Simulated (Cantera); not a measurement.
A perfectly stirred reactor is fed with C2H6 : N2 = 1 : 1.7 (molar parts), at 0.0133 bar; it is held at 1275 K, and followed from long to short residence time.

Computed with Cantera and GRI-Mech 3.0 (53 species, 325 reactions). GRI-Mech 3.0 stops at C3 and has no aromatics, soot or wall deposition, so with more carbon than oxygen in the feed, carbon stays in small species such as C2H2 where larger ones or solid carbon would form. Radical loss at walls, strong at low pressure, is not modelled.

What does this change do: pressure from 0.0133 bar to 0.0770 bar?


| quantity | before | after |
|---|---|---|
| x(C2H6) at τ = 2.40 s | 0.00531 | 0.00227 |
| x(HCN) at τ = 2.40 s | 6.89e-10 | 1.59e-10 |
| x(C2H2) at τ = 2.40 s | 0.145 | 0.160 |
| x(CH2) at τ = 2.40 s | 1.16e-8 | 1.26e-9 |
| x(CH3) at τ = 2.40 s | 0.000197 | 5.20e-5 |
| x(C2H6) at τ = 49.0 ms | 0.148 | 0.0625 |
| x(HCN) at τ = 49.0 ms | 3.61e-10 | 1.14e-10 |
| x(C2H2) at τ = 49.0 ms | 0.0152 | 0.0397 |
| x(CH2) at τ = 49.0 ms | 1.06e-7 | 1.45e-8 |
| x(CH3) at τ = 49.0 ms | 0.000983 | 0.000254 |

What does this change do: pressure from 0.0133 bar to 1.00 bar?


| quantity | before | after |
|---|---|---|
| x(C2H6) at τ = 2.40 s | 0.00531 | 0.00296 |
| x(HCN) at τ = 2.40 s | 6.89e-10 | 2.88e-11 |
| x(C2H2) at τ = 2.40 s | 0.145 | 0.0961 |
| x(CH2) at τ = 2.40 s | 1.16e-8 | 8.07e-11 |
| x(CH3) at τ = 2.40 s | 0.000197 | 1.79e-5 |
| x(C2H6) at τ = 49.0 ms | 0.148 | 0.0252 |
| x(HCN) at τ = 49.0 ms | 3.61e-10 | 1.14e-11 |
| x(C2H2) at τ = 49.0 ms | 0.0152 | 0.0523 |
| x(CH2) at τ = 49.0 ms | 1.06e-7 | 5.11e-10 |
| x(CH3) at τ = 49.0 ms | 0.000983 | 3.71e-5 |
